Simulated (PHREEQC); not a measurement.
Consider water at 84 °C with 0.024 mol KH2PO4 and 0.0013 mol NaOH per kg of water. Closed to the air; pH follows from the charge balance.

The numbers come from PHREEQC with the ion-association model, wateq4f.dat.

Precipitation was switched off in this run.

Problem. Order these P species by the share of P that they hold, largest first: KHPO4-, HPO4-2, H2PO4-.

Solution. H2PO4- (94 %), HPO4-2 (5.3 %), KHPO4- (0.13 %)

The pH is 5.62 and the ionic strength 0.0266 mol/kgw. H3PO4, which wateq4f.dat lacks, is added to it with the constant of phreeqc.dat. At this temperature some constants are extrapolated from 25 °C, and those without enthalpy data are left unchanged.
